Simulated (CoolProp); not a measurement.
Vapour-liquid equilibrium of ethylbenzene (1) + o-xylene (2) at 1.22 MPa; x and y are mole fractions of (1).

Model: multi-fluid Helmholtz-energy mixture model, Zhou 2012 and Zhou 2012; pair parameters Bell 2016, in CoolProp.

| x | bubble temperature (K) | y at the bubble point | dew temperature at overall composition x (K) | liquid density (mol/L) |
|---|---|---|---|---|
| 0.05 | 543.8 | 0.055 | 543.8 | 5.829 |
| 0.2 | 542.3 | 0.217 | 542.4 | 5.813 |
| 0.35 | 540.7 | 0.375 | 540.9 | 5.798 |
| 0.5 | 539.1 | 0.527 | 539.4 | 5.785 |
| 0.65 | 537.7 | 0.673 | 537.9 | 5.774 |
| 0.8 | 536.3 | 0.815 | 536.4 | 5.764 |
| 0.95 | 535.1 | 0.954 | 535.1 | 5.756 |

No azeotrope shows between x = 0.05 and 0.95.

Pair parameters are fitted to limited data, so mixtures are less certain than the pure fluids.
